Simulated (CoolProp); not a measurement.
Benzene along the isobar 12700 kPa: density (kg/m³) from the reference equation and from simpler models built on Tc = 562.0 K, pc = 4906 kPa, ω = 0.211; each cubic takes its own stable root.

The numbers come from the reference Helmholtz-energy equation of state, Thol 2012 in CoolProp.

| T (K) | phase | reference |
|---|---|---|
| 413.6 | liquid | 764.5 |
| 424.5 | liquid | 752.4 |
| 435.4 | liquid | 740.2 |
| 446.3 | liquid | 727.8 |
| 457.2 | liquid | 715.0 |
| 468.1 | liquid | 702.0 |
| 478.9 | liquid | 688.7 |
| 489.8 | liquid | 674.9 |
| 500.7 | liquid | 660.7 |

Problem. How far does each simpler model (van der Waals, Redlich-Kwong, Peng-Robinson) lie from the reference over these 9 states: mean and median of the absolute difference, and the worst?

Solution. 
- van der Waals: mean 34.2 %, median 34.3 %, worst -35.4 % at 413.6 K and 12700 kPa
- Redlich-Kwong: mean 10.0 %, median 9.9 %, worst -10.6 % at 500.7 K and 12700 kPa
- Peng-Robinson: mean 3.7 %, median 3.9 %, worst +4.4 % at 413.6 K and 12700 kPa
